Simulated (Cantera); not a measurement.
## Adiabatic ignition

An adiabatic, constant-pressure homogeneous reactor starts with 2.49 % CH3OH, 10.4 % O2, 87.1 % N2, equivalence ratio 0.36, at 1823 K and 10.0 bar.

Computed with Cantera and GRI-Mech 3.0 (53 species, 325 reactions). GRI-Mech 3.0 was tuned for natural gas; its chemistry of methanol as a main component is partial and can be far from experiment.

| t (s) | T (K) | x CH3OH | x O2 | x C2H | x OH | x NO2 | x HCN |
|---|---|---|---|---|---|---|---|
| 3.00e-6 | 1849 | 0.0141 | 0.0974 | 1.83e-11 | 0.000131 | 2.69e-10 | 1.90e-9 |
| 1.05e-5 | 2109 | <1e-12 | 0.0679 | <1e-12 | 0.00551 | 4.10e-8 | 3.40e-11 |
| 3.70e-5 | 2238 | <1e-12 | 0.0652 | <1e-12 | 0.00278 | 1.26e-7 | <1e-12 |
| 0.000130 | 2255 | <1e-12 | 0.0651 | <1e-12 | 0.00182 | 1.24e-7 | <1e-12 |
| 0.000456 | 2255 | <1e-12 | 0.0651 | <1e-12 | 0.00180 | 2.38e-7 | <1e-12 |
| 0.00160 | 2254 | <1e-12 | 0.0650 | <1e-12 | 0.00180 | 6.37e-7 | <1e-12 |
| 0.00562 | 2253 | <1e-12 | 0.0647 | <1e-12 | 0.00179 | 1.97e-6 | <1e-12 |
| 0.0197 | 2248 | <1e-12 | 0.0638 | <1e-12 | 0.00175 | 5.89e-6 | <1e-12 |
| 0.0693 | 2241 | <1e-12 | 0.0621 | <1e-12 | 0.00169 | 1.29e-5 | <1e-12 |
| 0.243 | 2237 | <1e-12 | 0.0613 | <1e-12 | 0.00166 | 1.60e-5 | <1e-12 |
| 0.854 | 2237 | <1e-12 | 0.0613 | <1e-12 | 0.00166 | 1.60e-5 | <1e-12 |
| 3.00 | 2237 | <1e-12 | 0.0613 | <1e-12 | 0.00166 | 1.60e-5 | <1e-12 |
x: mole fraction; the columns are a selection and need not sum to one.

```json
{
  "time_of_steepest_temperature_rise": "5.87 µs",
  "temperature at 3.00 s": "2237 K",
  "equilibrium_temperature": "2237 K",
  "x(CH3OH) at 3.00 s": "<1e-12 (gas-phase equilibrium <1e-12)",
  "x(O2) at 3.00 s": "0.0613 (gas-phase equilibrium 0.0613)",
  "x(C2H) at 3.00 s": "<1e-12 (gas-phase equilibrium <1e-12)"
}
```
